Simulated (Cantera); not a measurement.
A freely propagating, adiabatic, planar premixed flame of H2 : O2 : N2 = 1 : 0.667 : 2.51 (molar parts), equivalence ratio 0.75, unburnt at 323 K and 760 Torr; mixture-averaged transport, grid criteria slope 0.08 and curve 0.16, no radiation.

Cantera simulation using the H2/O2 subset of GRI-Mech 3.0, which has no nitrogen chemistry; the numbers are that mechanism's predictions, not measurements. Burning velocities carry a grid error of a few per cent, more on coarse grids.

### Question
What does this change do: N2 2.51 to 3.2 parts?

### Answer
```tsv
quantity	before	after
laminar burning velocity	166 cm/s	97.8 cm/s
thermal thickness	0.341 mm	0.392 mm
peak x(O)	0.00888	0.00499
peak x(HO2)	0.000448	0.000343
peak x(H)	0.0203	0.0109
```

### Question
What does this change do: H2 1 to 1.3 parts?

### Answer
```csv
quantity,before,after
laminar burning velocity,166 cm/s,254 cm/s
thermal thickness,0.341 mm,0.349 mm
peak x(O),0.00888,0.0100
peak x(HO2),0.000448,0.000496
peak x(H),0.0203,0.0411
```
